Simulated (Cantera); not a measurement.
What does this Cantera script print?

```python
import numpy as np
import cantera as ct

gas = ct.Solution("h2o2.yaml")
gas.TPX = 673, 220000, {'H2': 1, 'O2': 0.538, 'N2': 2.02, 'H2O': 0.19}
flame = ct.FreeFlame(gas, width=0.023)
flame.set_refine_criteria(ratio=3, slope=0.08, curve=0.16)
flame.transport_model = "mixture-averaged"
flame.solve(loglevel=0, auto=True)
z, T = flame.grid, flame.T
thick = (T[-1] - T[0]) / np.gradient(T, z).max()
show = ['H2', 'O2', 'H2O', 'H2O2', 'H', 'HO2']
print(f"laminar burning velocity  {flame.velocity[0] * 100:.3f} cm/s")
print(f"burnt temperature         {T[-1]:.1f} K")
print(f"thermal thickness         {thick * 1e3:.4f} mm")
print(f"grid points               {len(z)}")
z0 = z[flame.heat_release_rate.argmax()]
print(f"{'z/mm':>9s}{'T/K':>9s}{'u/(m/s)':>9s}" + "".join(f"{s:>11s}" for s in show))
rows = []
for k in (-3, -2, -1.5, -1, -0.5, -0.25, 0, 0.25, 0.5, 1, 2, 4, 8):
    zz = z0 + k * thick
    rows.append([k * thick, np.interp(zz, z, T), np.interp(zz, z, flame.velocity),
                 *(np.interp(zz, z, flame.X[gas.species_index(s)]) for s in show)])
    print(f"{rows[-1][0] * 1e3:9.3f}{rows[-1][1]:9.1f}{rows[-1][2]:9.3f}" + "".join(f"{x:11.3e}" for x in rows[-1][3:]))
```

It prints:

```
laminar burning velocity  796.034 cm/s
burnt temperature         2464.2 K
thermal thickness         0.1700 mm
grid points               119
     z/mm      T/K  u/(m/s)         H2         O2        H2O       H2O2          H        HO2
   -0.510    673.0    7.960  2.668e-01  1.435e-01  5.069e-02  9.024e-15  2.286e-16  2.763e-12
   -0.340    673.0    7.960  2.668e-01  1.435e-01  5.069e-02  7.635e-13  1.374e-13  2.314e-10
   -0.255    673.0    7.960  2.668e-01  1.435e-01  5.070e-02  2.495e-11  1.978e-11  7.317e-09
   -0.170    673.1    7.959  2.666e-01  1.436e-01  5.071e-02  2.890e-09  1.298e-08  7.189e-07
   -0.085    687.9    8.074  2.602e-01  1.443e-01  5.185e-02  4.339e-06  6.578e-05  2.814e-04
   -0.043    880.4   10.064  2.265e-01  1.399e-01  7.139e-02  3.124e-05  3.083e-03  4.816e-04
    0.000   1307.3   14.461  1.416e-01  1.061e-01  1.491e-01  1.333e-05  2.108e-02  2.144e-04
    0.043   1627.0   17.750  6.799e-02  5.729e-02  2.359e-01  4.627e-06  3.581e-02  9.440e-05
    0.085   1792.8   19.418  4.529e-02  3.815e-02  2.686e-01  2.703e-06  3.419e-02  5.357e-05
    0.170   1960.8   21.030  3.784e-02  3.035e-02  2.861e-01  1.500e-06  2.494e-02  3.310e-05
    0.340   2119.2   22.485  3.232e-02  2.585e-02  3.012e-01  9.225e-07  1.562e-02  2.038e-05
    0.680   2254.0   23.677  2.541e-02  2.187e-02  3.165e-01  6.495e-07  8.796e-03  1.202e-05
    1.360   2358.5   24.574  1.838e-02  1.859e-02  3.302e-01  5.029e-07  4.534e-03  7.243e-06
```

Computed with Cantera and the H2/O2 subset of GRI-Mech 3.0, which has no nitrogen chemistry. The hydrogen kinetics of GRI-Mech 3.0 are dated; newer H2 mechanisms differ, most at raised pressure. Burning velocities carry a grid error of a few per cent, more on coarse grids.
